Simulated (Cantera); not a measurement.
Hydrocarbon pyrolysis for carbon deposition

An isothermal, constant-pressure homogeneous reactor starts with 1.06 % C2H6, 98.9 % H2, at 2000 K and 1.00 bar.

Cantera simulation using GRI-Mech 3.0 (53 species, 325 reactions); the numbers are that mechanism's predictions, not measurements. GRI-Mech 3.0 stops at C3 and has no aromatics, soot or wall deposition, so with more carbon than oxygen in the feed, carbon stays in small species such as C2H2 where larger ones or solid carbon would form.

```csv
t (s),x C2H6,x H2,x CH3,x H,x CH4,x C2H4,x CH2
3.00e-5,4.20e-6,0.979,0.000805,0.00295,0.0137,0.000184,2.82e-6
0.000115,2.09e-6,0.981,0.000481,0.00175,0.0137,4.91e-5,1.04e-6
0.000438,1.66e-6,0.981,0.000418,0.00160,0.0131,4.51e-5,8.30e-7
0.00168,1.20e-6,0.982,0.000355,0.00160,0.0111,4.60e-5,7.11e-7
0.00641,4.87e-7,0.984,0.000225,0.00161,0.00700,5.07e-5,4.62e-7
0.0245,1.02e-7,0.986,9.92e-5,0.00162,0.00306,5.91e-5,2.09e-7
0.0936,3.45e-8,0.987,5.07e-5,0.00163,0.00156,6.32e-5,1.08e-7
0.358,3.17e-8,0.987,4.75e-5,0.00163,0.00146,6.35e-5,1.02e-7
1.37,3.17e-8,0.987,4.75e-5,0.00163,0.00146,6.35e-5,1.02e-7
5.23,3.17e-8,0.987,4.75e-5,0.00163,0.00146,6.35e-5,1.02e-7
20.0,3.17e-8,0.987,4.75e-5,0.00163,0.00146,6.35e-5,1.02e-7
```
x: mole fraction; the columns are a selection and need not sum to one.

Equilibrium at this temperature and pressure: C2H6 3.17e-8, H2 0.987, CH3 4.75e-5, H 0.00163, CH4 0.00146, C2H4 6.35e-5, CH2 1.02e-7 (gas phase only).
